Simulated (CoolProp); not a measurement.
Properties of dimethyl carbonate along the isotherm 600 K.

The numbers come from the reference Helmholtz-energy equation of state, Zhou 2011 in CoolProp.

| p (bar) | phase | density (kg/m³) | cp (kJ/(kg K)) | cv (kJ/(kg K)) | Joule-Thomson coefficient (K/MPa) | isothermal compressibility (1/MPa) |
|---|---|---|---|---|---|---|
| 0.233 | gas | 0.4213 | 1.861 | 1.768 | 5.441 | 42.97 |
| 0.53 | gas | 0.9598 | 1.862 | 1.768 | 5.452 | 18.92 |
| 1.21 | gas | 2.200 | 1.864 | … | 5.478 | 8.320 |
| 2.74 | gas | 5.024 | 1.869 | … | 5.539 | 3.706 |
| 6.25 | gas | … | 1.882 | 1.773 | 5.687 | 1.659 |
| 14.2 | gas | 27.91 | 1.917 | 1.781 | 6.071 | … |
| 32.4 | gas | 73.07 | 2.057 | 1.805 | 7.282 | … |
| 73.6 | supercritical | 295.6 | … | … | 8.157 | 0.3067 |

Question: Fill in the missing entries.

Answer: 
- 1.21, cv (kJ/(kg K)): 1.769
- 2.74, cv (kJ/(kg K)): 1.770
- 6.25, density (kg/m³): 11.69
- 14.2, isothermal compressibility (1/MPa): 0.7695
- 32.4, isothermal compressibility (1/MPa): 0.3969
- 73.6, cp (kJ/(kg K)): 3.868
- 73.6, cv (kJ/(kg K)): 1.908
